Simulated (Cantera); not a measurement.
## Stirred combustor or abatement burner

A perfectly stirred reactor is fed with C₂H₄ : O₂ : N₂ : CO₂ = 1 : 2 : 7.52 : 0.26 (molar parts), at 0.500 bar; it is adiabatic with a 800 K inlet, and is followed from long to short residence time, starting on the burning branch (τ in s: 0.023, 0.011, 0.0049, 0.0023, 0.0011, 0.0005, 0.00023, 0.00011, 5.1e-05, 2.4e-05, 1.1e-05).

Detailed kinetics in Cantera: GRI-Mech 3.0 (53 species, 325 reactions). GRI-Mech 3.0 was tuned for natural gas; its chemistry of ethylene as a main component is partial and can be far from experiment.

```
τ (s)    T (K)    x C₂H₄      x O₂   x CO₂   x CH₂CO      x NO    x HO₂
-------  -----  --------  --------  ------  --------  --------  -------
0.023     2416   3.71e-6  0.000875  0.0622   7.26e-7  0.000807  1.94e-7
0.011     2397   6.93e-6   0.00117  0.0620   1.32e-6  0.000764  2.41e-7
0.0049    2374   1.39e-5   0.00162  0.0616   2.59e-6  0.000698  3.04e-7
0.0023    2352   2.72e-5   0.00216  0.0611   5.07e-6  0.000628  3.78e-7
0.0011    2331   5.41e-5   0.00287  0.0605   1.01e-5  0.000563  4.82e-7
0.00050   2309  0.000118   0.00412  0.0594   2.23e-5  0.000490  7.00e-7
0.00023   2278  0.000268   0.00651  0.0574   5.11e-5  0.000398  1.29e-6
0.00011   2225  0.000636    0.0113  0.0536  0.000123  0.000272  3.28e-6
5.1e-5    2098   0.00200    0.0238  0.0457  0.000395  0.000108  1.54e-5
2.4e-5     800    0.0928     0.186  0.0241    <1e-12    <1e-12   <1e-12
1.1e-5     800    0.0928     0.186  0.0241    <1e-12    <1e-12   <1e-12
```
x: mole fraction; the columns are a selection and need not sum to one.
